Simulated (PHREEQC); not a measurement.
Solution (20 °C): 0.015 mol/kgw NaHSO4, 0.00038 mol/kgw KOH and 0.0015 mol/kgw KCl. Closed to the air; pH follows from the charge balance.

Computed with PHREEQC (ion-association model, wateq4f.dat).

Each row changes one thing in this solution. This is a speciation only: nothing precipitates in the calculation.

| case | pH | ionic strength (mol/kgw) | K+ (mol/kgw) |
|---|---|---|---|
| as made | 2.06 | 0.0365 | 0.00182 |
| NaHSO4 from 0.015 to 0.0225 mol/kgw | 1.92 | 0.0514 | 0.00181 |
| KCl replaced by NH4Cl at the same molality | 2.06 | 0.0364 | 0.000368 |
| KOH from 0.00038 to 0.00076 mol/kgw | 2.07 | 0.0367 | 0.00219 |
| temperature from 20 to 50 °C | 2.14 | 0.0331 | 0.00180 |
| KCl left out | 2.06 | 0.0350 | 0.000368 |
| NaHSO4 left out | 10.73 | 0.00188 | 0.00188 |

Constants without temperature data keep their 25 °C values here.
